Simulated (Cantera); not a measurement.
Mixture: CH4 : C2H6 : O2 : N2 = 1 : 0.19 : 1.67 : 5.83 (molar parts), at 21000 Torr, adiabatic and at constant pressure. Ignition delay is the time to a rise of 400 K.

Detailed kinetics in Cantera: GRI-Mech 3.0 (53 species, 325 reactions). The pressure lies above the range GRI-Mech 3.0 was tuned for (to about 10 atm).

**Question.** Predict: delay at 1200 K; delay at 1400 K; delay at 1600 K; delay at 1800 K; apparent activation energy between 1700 and 1900 K.

**Answer.** 
```json
{
  "delay at 1200 K": "0.326 ms",
  "delay at 1400 K": "38.5 µs",
  "delay at 1600 K": "8.42 µs",
  "delay at 1800 K": "2.42 µs",
  "apparent activation energy between 1700 and 1900 K": "150 kJ/mol"
}
```
